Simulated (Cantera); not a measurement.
Input: 1 mol CH₃SiH₃, 0.02 mol C₂H₂, 21 mol H₂, held at 1098.15 K and 260 Pa.

Method: chemical equilibrium by Gibbs-energy minimisation in Cantera with the NASA 1993 tables (ideal gas, pure condensed phases). Candidate condensed phases: C, C₆H₆, C₇H₈, C₈H₁₈, Si, SiC; 87 gas species. The feed counts by its element totals alone. Rates play no part.

Base state: H₂ 1.000, CH₄ 9.49e-5 (mole fractions); condensed: C(graphite) + SiC(s).

Q: What changes in the equilibrium state with this change: temperature from 1098.15 K to 2550 K?

A: 
```tsv
species	before	after
H₂	1.000	0.520
H	4.87e-7	0.441
Si	<1e-9	0.0236
SiC₂	<1e-9	0.00704
C₂H₂ (acetylene)	1.28e-8	0.00691
C₂H	<1e-9	0.000467
C(graphite), mol	0.0377	0.0568
SiC(s), mol	1.00	0
```
